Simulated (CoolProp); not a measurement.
The fluid at 293.15 K and 0.0676 MPa flows at 5.5 m/s in a round tube of 50 mm bore and 0.25 µm roughness, fully developed (64/Re and Nu = 3.66 if laminar; Colebrook and Gnielinski if turbulent). The same conditions are run with several fluids, on thermodynamics alone (safety and materials aside).

Computed with CoolProp (reference Helmholtz-energy equation of state of each fluid (R245fa: Akasaka 2015; propane: Lemmon 2009; ammonia: Gao 2020; R124: de Vries 1995; R404A: Lemmon 2003)). Blends and air are pseudo-pure fits.

```json
[
 {"fluid": "R245fa", "Reynolds number": "90400", "Darcy friction factor": "0.0184", "pressure drop (Pa/m)": "21.2", "heat-transfer coefficient (W/(m² K))": "48.7", "mass flow (kg/h)": "148"},
 {"fluid": "propane", "Reynolds number": "42400", "Darcy friction factor": "0.0217", "pressure drop (Pa/m)": "8.12", "heat-transfer coefficient (W/(m² K))": "33.8", "mass flow (kg/h)": "48.1"},
 {"fluid": "ammonia", "Reynolds number": "13200", "Darcy friction factor": "0.0287", "pressure drop (Pa/m)": "4.14", "heat-transfer coefficient (W/(m² K))": "19.9", "mass flow (kg/h)": "18.5"},
 {"fluid": "R124", "Reynolds number": "83700", "Darcy friction factor": "0.0187", "pressure drop (Pa/m)": "21.8", "heat-transfer coefficient (W/(m² K))": "40.6", "mass flow (kg/h)": "150"},
 {"fluid": "R404A", "Reynolds number": "62700", "Darcy friction factor": "0.0199", "pressure drop (Pa/m)": "16.5", "heat-transfer coefficient (W/(m² K))": "35.0", "mass flow (kg/h)": "107"}
]
```

Transport values come from each fluid's own correlations; those of R245fa, R124 are estimates that may be off by 10 % or more.
